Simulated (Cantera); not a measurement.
Feed: 1 mol CCl4, 0.057 mol Si, 8.8 mol H2, equilibrated at 45000 Pa.

Method: chemical equilibrium by Gibbs-energy minimisation in Cantera with the NASA 1993 tables (ideal gas, pure condensed phases). Candidate condensed phases: C, C6H6, C7H8, C8H18, Si, SiC; 109 gas species. Gases not in the tables: Si2H6 and higher silanes. Kinetics and transport are ignored.

Task: Which condensed phases are stable at each of these points (T (K)): 1900, 2100, 2300, 2500, 2700, 2900, 3100, 3300, 3500?

Result: 
| T (K) | condensed phases | Si condensed (%) |
|---|---|---|
| 1900 | C(graphite) | 0.0 |
| 2100 | C(graphite) | 0.0 |
| 2300 | C(graphite) | 0.0 |
| 2500 | C(graphite) | 0.0 |
| 2700 | C(graphite) | 0.0 |
| 2900 | C(graphite) | 0.0 |
| 3100 | gas only | 0.0 |
| 3300 | gas only | 0.0 |
| 3500 | gas only | 0.0 |

From 1900 K to 2900 K the condensed part is C(graphite). From 3100 K to 3500 K nothing is condensed.
